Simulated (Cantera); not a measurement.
Ignition delay

Mixture: H2 : O2 : N2 : NO = 1 : 0.943 : 3.55 : 0.015 (molar parts), at 1.01 bar, adiabatic and at constant volume. Ignition delay is the time to a rise of 400 K.

Cantera simulation using GRI-Mech 3.0 (53 species, 325 reactions); the numbers are that mechanism's predictions, not measurements. The mechanism lacks 2 NO + O2 → 2 NO2 and HONO, so NO2 and the effect of NO are under-described below about 1400 K. Where the delays flatten at high temperature, the 400 K rule measures the pace of heat release, not the induction time.

| T0 (K) | delay (ms) |
|---|---|
| 1300 | 0.0303 |
| 1375 | 0.0240 |
| 1450 | 0.0202 |
| 1525 | 0.0181 |
| 1600 | 0.0171 |
| 1675 | 0.0168 |
| 1750 | 0.0172 |
| 1825 | 0.0181 |
